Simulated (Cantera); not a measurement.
# Stirred combustor or abatement burner

A perfectly stirred reactor is fed with CH4 : O2 : N2 : H2O = 1 : 3.64 : 25.5 : 0.65 (molar parts), at 1.88 atm; it is adiabatic with a 800 K inlet, and is followed from long to short residence time, starting on the burning branch (τ in s: 0.12, 0.042, 0.015, 0.005, 0.0017, 0.00059, 0.0002, 7e-05, 2.4e-05, 8.3e-06).

Cantera simulation using GRI-Mech 3.0 (53 species, 325 reactions); the numbers are that mechanism's predictions, not measurements.

```tsv
τ (s)	T (K)	x CH4	x O2	x H2O	x N2O	x C2H2	x C2H4	x O
0.12	1536	1.47e-5	0.0533	0.0858	9.06e-7	5.41e-9	1.22e-8	2.54e-5
0.042	1534	2.92e-5	0.0534	0.0857	1.15e-6	9.66e-9	2.95e-8	4.92e-5
0.015	1529	5.77e-5	0.0536	0.0855	1.18e-6	1.55e-8	6.52e-8	9.33e-5
0.0050	1518	0.000123	0.0542	0.0851	1.00e-6	2.46e-8	1.46e-7	0.000177
0.0017	1494	0.000282	0.0555	0.0842	7.31e-7	4.33e-8	3.65e-7	0.000298
0.00059	800	0.0325	0.118	0.0211	<1e-12	<1e-12	<1e-12	<1e-12
0.00020	800	0.0325	0.118	0.0211	<1e-12	<1e-12	<1e-12	<1e-12
7.0e-5	800	0.0325	0.118	0.0211	<1e-12	<1e-12	<1e-12	<1e-12
2.4e-5	800	0.0325	0.118	0.0211	<1e-12	<1e-12	<1e-12	<1e-12
8.3e-6	800	0.0325	0.118	0.0211	<1e-12	<1e-12	<1e-12	<1e-12
```
x: mole fraction; the columns are a selection and need not sum to one.
